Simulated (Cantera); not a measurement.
Charge: 1 mol Si, 0.89 mol Cl2, 1.2 mol H2, held at 200 °C and 1.30 mbar.

Equilibrium computed with Cantera from the NASA thermochemical tables; the gas is ideal and each condensed phase is pure. Candidate condensed phases: Si; 19 gas species. Equilibrium is a limit: real reactors are often held back by kinetics, nucleation or transport.

Base state: H2 0.722, SiCl4 0.254, SiHCl3 0.0241, SiH2Cl2 6.93e-5 (mole fractions); condensed: Si(s).

Problem. What changes in the equilibrium state with this change: Cl2 from 0.89 to 4.9 mol?

Solution. 
```json
[
 {"species": "HCl", "before": "4.54e-6", "after": "0.471"},
 {"species": "Cl2", "before": "<1e-9", "after": "0.333"},
 {"species": "SiCl4", "before": "0.254", "after": "0.196"},
 {"species": "H2", "before": "0.722", "after": "<1e-9"},
 {"species": "SiHCl3", "before": "0.0241", "after": "<1e-9"},
 {"species": "SiH2Cl2", "before": "6.93e-5", "after": "<1e-9"},
 {"species": "Si(s), mol", "before": "0.545", "after": "0"}
]
```
